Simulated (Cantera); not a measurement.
Mixture: 6.96 % CH₄, 2.02 % C₂H₆, 0.369 % C₃H₈, 19.0 % O₂, 71.7 % N₂, at 12.8 atm, adiabatic and at constant pressure. Ignition delay is the time to a rise of 400 K.

Cantera simulation using GRI-Mech 3.0 (53 species, 325 reactions); the numbers are that mechanism's predictions, not measurements. The pressure lies above the range GRI-Mech 3.0 was tuned for (to about 10 atm).

Problem. Predict: delay at 1225 K; delay at 1300 K; delay at 1375 K; delay at 1450 K; delay at 1525 K; apparent activation energy between 1375 and 1525 K.

Solution. 
```
Item                                                    Result
--------------------------------------------------  ----------
delay at 1225 K                                       0.369 ms
delay at 1300 K                                       0.144 ms
delay at 1375 K                                        64.3 µs
delay at 1450 K                                        32.3 µs
delay at 1525 K                                        17.6 µs
apparent activation energy between 1375 and 1525 K  150 kJ/mol
```
